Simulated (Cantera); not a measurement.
Feed: 1 mol SiHCl3, 37 mol N2, 0.38 mol H2, at 1925 K and 10.0 Torr.

These are equilibrium values from Cantera (NASA tables, ideal gas, pure condensed phases), not measurements of a reactor. Candidate condensed phases: NH4Cl, Si, Si3N4; 28 gas species. The tables' values for SiCl, SiCl3 are old estimates; treat these amounts as uncertain. Rates play no part.

Task: What is the equilibrium state?

Result: 
| Property | Result |
|---|---|
| x(N2) | 0.938 |
| x(SiCl2) | 0.0247 |
| x(HCl) | 0.0243 |
| x(H2) | 0.00976 |
| x(Cl) | 0.00153 |
| x(H) | 0.000818 |
| x(SiCl) | 0.000250 |
| x(SiCl3) | 0.000212 |
| x(Si) | 0.000203 |
| gas amount | 39.44 mol |
| log10 activity of Si(l) (absent) | -0.81 |
